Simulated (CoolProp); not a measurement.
Vapour-liquid equilibrium of R1234yf (1) + R152A (2) at 0.724 bar; x and y are mole fractions of (1).

The numbers come from the multi-fluid Helmholtz-energy mixture model, Lemmon 2022 and Outcalt 1996; pair parameters Bell 2023 in CoolProp.

```tsv
x	bubble temperature, mixture model (K)	bubble temperature, Raoult's law (K)	y, mixture model	y, Raoult's law
0.05	240.9	241.5	0.086	0.063
0.15	239.6	240.9	0.223	0.185
0.25	238.7	240.3	0.333	0.301
0.35	238.0	239.8	0.427	0.411
0.45	237.4	239.2	0.513	0.515
0.55	237.0	238.6	0.596	0.613
0.65	236.7	238.1	0.680	0.707
0.75	236.5	237.6	0.766	0.796
0.85	236.4	237.1	0.856	0.881
0.95	236.3	236.6	0.951	0.961
```

The largest gap from Raoult's law is -1.8 K in bubble temperature, at x = 0.35. No azeotrope shows between x = 0.05 and 0.95.

The pair parameters rest on a limited set of measurements; away from them the model extrapolates.
